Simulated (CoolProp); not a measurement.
Vapour-liquid equilibrium of n-octane (1) + n-dodecane (2) at 0.00149 MPa; x and y are mole fractions of (1).

Computed with CoolProp (multi-fluid Helmholtz-energy mixture model, Beckmüller 2019 and Lemmon 2004; pair parameters Bell 2016).

| x | bubble temperature, mixture model (K) | bubble temperature, Raoult's law (K) | y, mixture model | y, Raoult's law |
|---|---|---|---|---|
| 0.05 | 349.6 | 348.1 | (withheld) | 0.647 |
| 0.125 | 334.5 | 332.9 | 0.855 | 0.869 |
| 0.2 | 325.3 | 323.9 | 0.927 | 0.933 |
| 0.275 | 318.9 | 317.7 | 0.957 | 0.961 |
| 0.35 | (withheld) | 313.1 | (withheld) | 0.975 |
| 0.425 | 310.2 | 309.5 | 0.982 | 0.983 |
| 0.5 | (withheld) | 306.5 | 0.988 | 0.988 |
| 0.575 | 304.3 | 303.9 | 0.992 | 0.992 |
| 0.65 | 301.9 | 301.7 | 0.994 | 0.994 |
| 0.725 | 299.9 | 299.7 | 0.996 | 0.996 |
| 0.8 | 298.1 | 298.0 | 0.998 | 0.998 |
| 0.875 | 296.5 | 296.4 | 0.999 | 0.999 |
| 0.95 | 295.0 | 295.0 | 1.000 | 1.000 |

**Question.** Complete the blanks.

**Answer.** 
- 0.05, y, mixture model: 0.615
- 0.35, bubble temperature, mixture model (K): 314.0
- 0.35, y, mixture model: 0.973
- 0.5, bubble temperature, mixture model (K): 307.0

The largest gap from Raoult's law is +1.6 K in bubble temperature, at x = 0.125. No azeotrope shows between x = 0.05 and 0.95.

Pair parameters are fitted to limited data, so mixtures are less certain than the pure fluids.
